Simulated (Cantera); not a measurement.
Feed: 1 mol Si, 5.1 mol HCl, 0.74 mol H2, 1.1 mol Cl2, equilibrated at 1.10 bar.

These are equilibrium values from Cantera (NASA tables, ideal gas, pure condensed phases), not measurements of a reactor. Candidate condensed phases: Si; 19 gas species. The tables' values for SiCl3 are old estimates; treat these amounts as uncertain. Rates play no part. All values below are at 852 °C.

Base state: HCl 0.557, H2 0.275, SiCl4 0.167, SiHCl3 0.00143, SiCl3 0.000188 (mole fractions); condensed: gas only.

Question: What changes in the equilibrium state with this change: Si replaced by SiCl4?

Answer: 
| species | before | after |
|---|---|---|
| HCl | 0.557 | 0.829 |
| SiCl4 | 0.167 | 0.126 |
| Cl2 | <1e-9 | 0.0451 |
| H2 | 0.275 | 5.63e-9 |
| SiHCl3 | 0.00143 | <1e-9 |
| SiCl3 | 0.000188 | 1.37e-8 |
